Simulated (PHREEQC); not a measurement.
Make-up at 20 °C: 0.015 mol/kgw HF, 0.0067 mol/kgw (CH3)4NF, 0.00014 mol/kgw H2SiF6 and 0.0019 mol/kgw H2SO4. Closed to the air; pH follows from the charge balance.

The numbers come from PHREEQC with the ion-association model, phreeqc.dat.

| quantity | before | after |
|---|---|---|
| pH | 2.61 | 2.51 |
| ionic strength (mol/kgw) | 0.0112 | 0.0118 |
| F- (mol/kgw) | 0.00526 | 0.00588 |
| SO4-2 (mol/kgw) | 0.00164 | 0.00159 |
| HF2- (mol/kgw) | 0.000307 | 0.000483 |

Problem. What was changed between the two runs?
(A) (CH3)4NF left out
(B) H2SO4 from 0.0019 to 0.019 mol/kgw
(C) H2SiF6 left out
(D) HF from 0.015 to 0.0225 mol/kgw
(E) temperature from 20 to 10 °C

Solution. D, HF from 0.015 to 0.0225 mol/kgw

This is a speciation only: nothing precipitates in the calculation. (CH3)4N+ isn't in the database: it is added as a free cation with an ion size of 4 Å. SiF6-2 is the database's only silicon fluoride.
